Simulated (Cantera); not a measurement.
Feed: 1 mol BN, 0.1 mol H₂O, 4.4 mol H₂, at 1600 K and 0.133 bar.

Equilibrium computed with Cantera from the NASA thermochemical tables; the gas is ideal and each condensed phase is pure. Candidate condensed phases: B, BN, B₂O₃, B₃O₃H₃, H₂O; 39 gas species. Mutual solubility and eutectic melting of coexisting phases are not modelled. Equilibrium is a limit: real reactors are often held back by kinetics, nucleation or transport.

Base state: H₂ 0.981, N₂ 0.00735, HBO 0.00539, HBO₂ 0.00409, B₂O₃ 0.00110, H₂O 0.000727, B₂O₂ 0.000171, H 0.000147 (mole fractions); condensed: BN(s) + B₂O₃(l).

What changes in the equilibrium state with this change: BN replaced by Si₃N₄?


```tsv
species	before	after
H₂	0.981	0.992
N₂	0.00735	0.00737
H	0.000147	0.000148
HBO	0.00539	0
HBO₂	0.00409	0
SiO	0	4.25e-5
B₂O₃	0.00110	0
B₂O₂	0.000171	0
B₃O₃H₃	1.97e-5	0
BN(s), mol	0.933	0
B₂O₃(l), mol	0.00593	0
Si₂N₂O(s), mol	0	0.0998
Si₃N₄(s), mol	0	0.933
```
Further candidate phases: Si, SiO₂, Si₂N₂O, Si₃N₄.
